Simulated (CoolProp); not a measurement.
Vapour-liquid equilibrium of dimethyl ether (1) + n-butane (2) at 1.46 MPa; x and y are mole fractions of (1).

Model: multi-fluid Helmholtz-energy mixture model, Wu 2011 and Bücker 2006; pair parameters Bell 2016, in CoolProp.

**Question.** Give the bubble temperature and the first vapour's composition at x = 0.5, 0.575, 0.8. Is there an azeotrope?

**Answer.** x = 0.5: 344.3 K, y = 0.646; x = 0.575: 342.1 K, y = 0.703; x = 0.8: 336.8 K, y = 0.858. No azeotrope shows between x = 0.05 and 0.95.

The pair parameters rest on a limited set of measurements; away from them the model extrapolates.
